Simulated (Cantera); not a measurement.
What does this Cantera script print?

```python
import numpy as np
import cantera as ct

gas = ct.Solution("gri30.yaml")
gas.TPX = 1575, 2200000, {'CH4': 1, 'H2O': 0.58}
reactor = ct.IdealGasConstPressureReactor(gas, energy="off", clone=False)
net = ct.ReactorNet([reactor])
net.rtol, net.atol = 1e-08, 1e-18
show = ['CH4', 'H2O', 'C2H', 'CH2O', 'O', 'CO', 'H2']
times = np.geomspace(3e-05, 3, 13)

steps = ct.SolutionArray(gas, extra=["t"])
rows = []
print(f"{'t/s':>10s}{'T/K':>9s}{'P/Pa':>11s}" + "".join(f"{s:>11s}" for s in show))
for t in times:
    while net.time < t:
        t_next = net.step()
        steps.append(gas.state, t=t_next)
    rows.append([np.interp(t, steps.t, y) for y in (steps.T, steps.P, *steps(*show).X.T)])
    print(f"{t:10.3e}{rows[-1][0]:9.1f}{rows[-1][1]:11.4g}" + "".join(f"{x:11.3e}" for x in rows[-1][2:]))
rate = np.gradient(steps.T, steps.t)
print("integrator steps:", len(steps.t))
if steps.T.max() > steps.T[0] + 200:
    print(f"time of steepest temperature rise: {steps.t[rate.argmax()]:.4e} s")
gas.TPX = 1575, 2200000, {'CH4': 1, 'H2O': 0.58}
gas.equilibrate("TP")
print(f"equilibrium (TP): T = {gas.T:.1f} K  " + "  ".join(f"{s} {gas[s].X[0]:.3e}" for s in show))
```

Result:

```
       t/s      T/K       P/Pa        CH4        H2O        C2H       CH2O          O         CO         H2
 3.000e-05   1575.0    2.2e+06  6.320e-01  3.671e-01  4.206e-15  1.617e-07  9.839e-13  2.096e-08  4.466e-04
 7.830e-05   1575.0    2.2e+06  6.306e-01  3.670e-01  6.088e-14  6.004e-07  1.257e-12  2.309e-07  1.257e-03
 2.044e-04   1575.0    2.2e+06  6.264e-01  3.667e-01  1.103e-12  2.210e-06  1.810e-12  2.663e-06  3.835e-03
 5.335e-04   1575.0    2.2e+06  6.139e-01  3.652e-01  2.026e-11  5.551e-06  2.393e-12  2.558e-05  1.297e-02
 1.392e-03   1575.0    2.2e+06  5.797e-01  3.590e-01  2.039e-10  6.136e-06  2.166e-12  1.285e-04  4.138e-02
 3.635e-03   1575.0    2.2e+06  5.073e-01  3.435e-01  8.855e-10  4.435e-06  1.509e-12  4.254e-04  1.060e-01
 9.487e-03   1575.0    2.2e+06  3.994e-01  3.204e-01  1.864e-09  3.005e-06  1.133e-12  1.405e-03  2.016e-01
 2.476e-02   1575.0    2.2e+06  3.170e-01  3.005e-01  2.638e-09  2.369e-06  1.193e-12  4.537e-03  2.746e-01
 6.463e-02   1575.0    2.2e+06  3.091e-01  2.848e-01  2.472e-09  2.122e-06  1.180e-12  1.221e-02  2.930e-01
 1.687e-01   1575.0    2.2e+06  3.116e-01  2.551e-01  1.921e-09  1.760e-06  1.084e-12  2.785e-02  3.159e-01
 4.403e-01   1575.0    2.2e+06  3.080e-01  2.081e-01  1.212e-09  1.322e-06  9.103e-13  5.611e-02  3.575e-01
 1.149e+00   1575.0    2.2e+06  2.881e-01  1.515e-01  6.136e-10  1.004e-06  6.683e-13  9.505e-02  4.179e-01
 3.000e+00   1575.0    2.2e+06  2.509e-01  9.679e-02  2.696e-10  9.157e-07  4.137e-13  1.359e-01  4.886e-01
integrator steps: 1386
equilibrium (TP): T = 1575.0 K  CH4 1.463e-01  H2O 3.323e-04  C2H 3.590e-11  CH2O 1.279e-06  O 1.261e-15  CO 2.105e-01  H2 6.394e-01
```

Computed with Cantera and GRI-Mech 3.0 (53 species, 325 reactions). GRI-Mech 3.0 stops at C3 and has no aromatics, soot or wall deposition, so with more carbon than oxygen in the feed, carbon stays in small species such as C2H2 where larger ones or solid carbon would form. The pressure lies above the range GRI-Mech 3.0 was tuned for (to about 10 atm).
